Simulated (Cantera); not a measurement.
**Thermodynamics of silicon nitride deposition, feed SiH2Cl2 + N2 + H2**

Feed: 1 mol SiH2Cl2, 1.2 mol N2, 72 mol H2, equilibrated at 13.5 Torr.

These are equilibrium values from Cantera (NASA tables, ideal gas, pure condensed phases), not measurements of a reactor. Candidate condensed phases: NH4Cl, Si, Si3N4; 28 gas species. N2 is the only nitrogen source here; it is nearly inert below about 1500 K, so the nitride shown seldom forms there in practice. Mutual solubility and eutectic melting of coexisting phases are not modelled. The numbers say what is thermodynamically allowed, not how fast it happens.

From 1398 K to 1548 K the condensed part is Si3N4(s). At 1573 K the condensed part is Si(s) + Si3N4(s). The main Si-bearing gas is SiCl2 throughout. The share of Si in condensed phases is highest at 1398 K (98.1 %) and lowest at 1573 K (86.0 %).

| T (K) | x H2 | x HCl | x N2 | x SiCl2 | x H | x SiCl3 | x Cl | n Si3N4(s) | n Si(s) |
|---|---|---|---|---|---|---|---|---|---|
| 1398 | 0.966 | 0.0263 | 0.00733 | 0.000253 | 3.47e-5 | 4.59e-6 | 7.78e-7 | 0.327 | 0 |
| 1423 | 0.966 | 0.0261 | 0.00740 | 0.000366 | 4.87e-5 | 5.48e-6 | 1.08e-6 | 0.324 | 0 |
| 1448 | 0.966 | 0.0258 | 0.00750 | 0.000519 | 6.75e-5 | 6.43e-6 | 1.47e-6 | 0.320 | 0 |
| 1473 | 0.966 | 0.0254 | 0.00764 | 0.000717 | 9.27e-5 | 7.38e-6 | 1.97e-6 | 0.315 | 0 |
| 1498 | 0.966 | 0.0248 | 0.00780 | 0.000967 | 0.000126 | 8.28e-6 | 2.61e-6 | 0.309 | 0 |
| 1523 | 0.966 | 0.0242 | 0.00801 | 0.00127 | 0.000169 | 9.06e-6 | 3.41e-6 | 0.301 | 0 |
| 1548 | 0.966 | 0.0235 | 0.00825 | 0.00163 | 0.000226 | 9.68e-6 | 4.38e-6 | 0.292 | 0 |
| 1573 | 0.964 | 0.0230 | 0.0103 | 0.00186 | 0.000298 | 9.28e-6 | 5.64e-6 | 0.213 | 0.220 |
x: gas mole fraction; n: condensed amount in mol.
